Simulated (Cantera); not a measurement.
An adiabatic, constant-volume homogeneous reactor starts with 3.87 % C3H8, 20.2 % O2, 75.9 % N2, at 1150 K and 20000 Pa.

Cantera simulation using GRI-Mech 3.0 (53 species, 325 reactions); the numbers are that mechanism's predictions, not measurements. GRI-Mech 3.0 was tuned for natural gas; its chemistry of propane as a main component is partial and can be far from experiment.

x: mole fraction; the columns are a selection and need not sum to one.

| t (s) | T (K) | P (bar) | x C3H8 | x O2 | x HO2 | x OH | x O |
|---|---|---|---|---|---|---|---|
| 1.00e-6 | 1150 | 0.200 | 0.0387 | 0.202 | 1.16e-9 | 6.19e-12 | 4.22e-12 |
| 2.49e-6 | 1150 | 0.200 | 0.0387 | 0.202 | 6.53e-9 | 6.23e-11 | 4.44e-11 |
| 6.22e-6 | 1150 | 0.200 | 0.0387 | 0.202 | 3.61e-8 | 4.90e-10 | 3.15e-10 |
| 1.55e-5 | 1150 | 0.200 | 0.0387 | 0.202 | 1.79e-7 | 1.97e-9 | ___ |
| 3.87e-5 | 1150 | 0.200 | 0.0387 | 0.202 | 7.16e-7 | 3.70e-9 | ___ |
| 9.65e-5 | 1150 | 0.200 | 0.0387 | 0.202 | 2.21e-6 | 5.93e-9 | ___ |
| 0.000241 | 1150 | 0.200 | 0.0387 | 0.202 | 5.66e-6 | 1.64e-8 | ___ |
| 0.000601 | 1150 | 0.200 | 0.0387 | 0.202 | 1.08e-5 | 6.56e-8 | ___ |
| 0.00150 | 1150 | 0.200 | 0.0386 | 0.202 | 8.04e-6 | 1.21e-7 | ___ |
| 0.00374 | 1150 | 0.200 | 0.0382 | 0.202 | 7.10e-6 | 1.27e-7 | ___ |
| 0.00932 | 1151 | 0.200 | 0.0370 | 0.201 | 9.07e-6 | 1.64e-7 | ___ |
| 0.0233 | 1158 | 0.203 | 0.0329 | 0.198 | 1.95e-5 | 4.07e-7 | ___ |
| 0.0580 | 2700 | 0.512 | <1e-12 | 0.0269 | 4.46e-6 | 0.0195 | 0.00833 |
| 0.145 | 2700 | 0.512 | <1e-12 | 0.0269 | 4.46e-6 | 0.0195 | 0.00833 |
| 0.361 | 2700 | 0.512 | <1e-12 | 0.0269 | 4.46e-6 | 0.0195 | 0.00833 |
| 0.900 | 2700 | 0.512 | <1e-12 | 0.0269 | 4.46e-6 | 0.0195 | 0.00833 |

Q: Complete the blanks.

A: 
- 1.55e-5, x O: 1.10e-9
- 3.87e-5, x O: 1.84e-9
- 9.65e-5, x O: 2.21e-9
- 0.000241, x O: 3.31e-9
- 0.000601, x O: 8.26e-9
- 0.00150, x O: 1.47e-8
- 0.00374, x O: 1.62e-8
- 0.00932, x O: 2.16e-8
- 0.0233, x O: 5.85e-8
